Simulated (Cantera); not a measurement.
## Thermodynamics of iron carbonyl, mercury and lead vapours, feed Pb + CO + H2

A closed system holds: 1 mol Pb, 0.075 mol CO, 41 mol H2, held at 54.8 Torr.

These are equilibrium values from Cantera (NASA tables, ideal gas, pure condensed phases), not measurements of a reactor. Candidate condensed phases: C, C6H6, C7H8, C8H18, H2O, Pb, PbO, PbO2, Pb3O4; 113 gas species. Kinetics and transport are ignored.

```csv
T (°C),x H2,x Pb,x CH4,x H2O,n Pb(l)
427,0.996,1.53e-8,0.00183,0.00183,1.000
527,0.996,8.42e-7,0.00181,0.00181,1.000
627,0.997,1.87e-5,0.00136,0.00136,0.999
727,0.997,0.000222,0.000513,0.000512,0.991
827,0.996,0.00166,0.000168,0.000167,0.932
927,0.989,0.00881,6.09e-5,6.08e-5,0.635
1027,0.974,0.0238,2.49e-5,2.49e-5,0
1127,0.974,0.0238,1.19e-5,1.19e-5,0
1227,0.974,0.0238,6.20e-6,6.23e-6,0
```
x: gas mole fraction; n: condensed amount in mol.

From 427 °C to 927 °C the condensed part is Pb(l). From 1027 °C to 1227 °C nothing is condensed. The main Pb-bearing gas is Pb throughout.
